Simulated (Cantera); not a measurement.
Input: 1 mol SiO2, 0.0069 mol C, 5.5 mol H2, held at 1202 °C and 1.70e-5 bar.

Method: chemical equilibrium by Gibbs-energy minimisation in Cantera with the NASA 1993 tables (ideal gas, pure condensed phases). Candidate condensed phases: C, C6H6, C7H8, C8H18, H2O, Si, SiC, SiO2; 123 gas species. The tables hold silica as quartz up to 1696 K and as liquid above; real silica turns to tridymite and cristobalite and melts near 1996 K. Kinetics and transport are ignored.

Base state: H2 0.982, SiO 0.00754, H2O 0.00629, H 0.00312, CO 0.00124 (mole fractions); condensed: SiO2(β-quartz).

What changes in the equilibrium state with this change: C from 0.0069 to 0.0035 mol?


```tsv
species	before	after
H2	0.982	0.982
SiO	0.00754	0.00721
H2O	0.00629	0.00658
CO	0.00124	0.000629
H	0.00312	0.00312
SiO2(β-quartz), mol	0.958	0.960
```
